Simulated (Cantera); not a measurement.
A perfectly stirred reactor is fed with C2H4 : O2 : N2 : H2O = 1 : 7.5 : 28.2 : 4 (molar parts), equivalence ratio 0.40, at 0.987 atm; it is adiabatic with a 750 K inlet, and is followed from long to short residence time, starting on the burning branch (τ in s: 0.022, 0.0084, 0.0032, 0.0012, 0.00046, 0.00018, 6.6e-05, 2.5e-05, 9.6e-06).

Model: GRI-Mech 3.0 (53 species, 325 reactions), integrated in Cantera. GRI-Mech 3.0 was tuned for natural gas; its chemistry of ethylene as a main component is partial and can be far from experiment.

### Question
What does this change do: 3.8 parts H2 added?

### Answer
```
quantity                                                                       before                               after
------------------------------------------------  -----------------------------------  ----------------------------------
blow-out, bracketed by the residence times tried  burning at 0.180 ms, out at 66.0 µs  burning at 25.0 µs, out at 9.60 µs
x(C2H4) at τ = 22.0 ms                                                        1.74e-5                             2.96e-6
x(O2) at τ = 22.0 ms                                                            0.111                              0.0604
x(H2O) at τ = 22.0 ms                                                           0.146                               0.226
x(H2O2) at τ = 22.0 ms                                                        2.24e-7                             1.62e-7
x(NO) at τ = 22.0 ms                                                          2.73e-6                            0.000193
x(C2H4) at τ = 0.460 ms                                                      0.000214                             3.94e-5
x(O2) at τ = 0.460 ms                                                           0.115                              0.0640
x(H2O) at τ = 0.460 ms                                                          0.143                               0.211
x(H2O2) at τ = 0.460 ms                                                       1.24e-6                             5.13e-7
x(NO) at τ = 0.460 ms                                                         1.03e-6                             2.72e-5
```
